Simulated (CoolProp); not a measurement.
Saturation properties of isobutane.

The numbers come from the reference Helmholtz-energy equation of state, Bücker 2006 in CoolProp.

```
T (°C)   p (MPa)  vapour Z  surface tension (mN/m)  vapour viscosity (µPa s)
------  --------  --------  ----------------------  ------------------------
-71.75  0.004219    0.9961                    21.3                      5.11
-50.55   0.01628    0.9891                    18.7                      5.64
-29.45   0.04782    0.9759                    16.3                      6.15
-8.25     0.1160    0.9545                    13.8                      6.66
12.95     0.2427    0.9234                    11.4                      7.19
34.15     0.4541    0.8814                    8.99                      7.75
55.35     0.7795    0.8270                    6.71                      8.39
76.45      1.248    0.7580                    4.56                      9.22
97.65      1.901    0.6681                    2.57                      10.5
```

It boils at -11.7 °C under 1 atm.

Viscosity comes from a separate model (Vogel 2000). Surface tension comes from a separate correlation (Mulero 2012).
